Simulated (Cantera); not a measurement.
A freely propagating, adiabatic, planar premixed flame of H2 : O2 : N2 = 1 : 0.735 : 2.76 (molar parts), equivalence ratio 0.68, unburnt at 450 K and 750 Torr; mixture-averaged transport, grid criteria slope 0.08 and curve 0.16, no radiation.

Cantera simulation using the H2/O2 subset of GRI-Mech 3.0, which has no nitrogen chemistry; the numbers are that mechanism's predictions, not measurements. Burning velocities carry a grid error of a few per cent, more on coarse grids. Lean hydrogen flames are cellular in practice and burn faster than this planar one.

Q: What does this change do: 0.18 parts H2O added?

A: 
```csv
quantity,before,after
laminar burning velocity,269 cm/s,230 cm/s
thermal thickness,0.386 mm,0.372 mm
peak x(H),0.0211,0.0162
peak x(O),0.0103,0.00789
peak x(HO2),0.000386,0.000427
```

Q: What does this change do: inlet temperature 450 to 475 K?

A: 
| quantity | before | after |
|---|---|---|
| laminar burning velocity | 269 cm/s | 303 cm/s |
| thermal thickness | 0.386 mm | 0.394 mm |
| peak x(H) | 0.0211 | 0.0226 |
| peak x(O) | 0.0103 | 0.0108 |
| peak x(HO2) | 0.000386 | 0.000375 |
